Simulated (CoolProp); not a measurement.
Saturation properties of sulfur hexafluoride.

Computed with CoolProp (reference Helmholtz-energy equation of state, Guder 2009).

```
T (K)  p (bar)  enthalpy of vaporisation (kJ/kg)  liquid cp (kJ/(kg K))  surface tension (mN/m)  vapour viscosity (µPa s)
-----  -------  --------------------------------  ---------------------  ----------------------  ------------------------
249.8    6.179                             98.32                 0.9256                    7.65                      13.4
252.1    6.664                             97.09                 0.9346                    7.33                      13.5
254.3    7.153                             95.87                 0.9435                    7.02                      13.7
256.5    7.669                             94.63                 0.9527                    6.72                      13.8
258.8    8.238                             93.30                 0.9627                    6.40                      13.9
261      8.810                             91.98                 0.9728                    6.10                      14.1
263.2    9.411                             90.64                 0.9833                    5.81                      14.2
265.5    10.07                             89.19                 0.9948                    5.50                      14.4
267.7    10.74                             87.76                  1.006                    5.21                      14.5
269.9    11.43                             86.28                  1.019                    4.93                      14.7
272.2    12.19                             84.69                  1.033                    4.63                      14.9
274.4    12.95                             83.12                  1.047                    4.36                      15.0
276.6    13.75                             81.50                  1.062                    4.08                      15.2
278.9    14.62                             79.74                  1.079                    3.80                      15.4
```

Viscosity comes from a separate model (Quiñones-Cisneros 2012). Surface tension comes from a separate correlation (Mulero 2012).
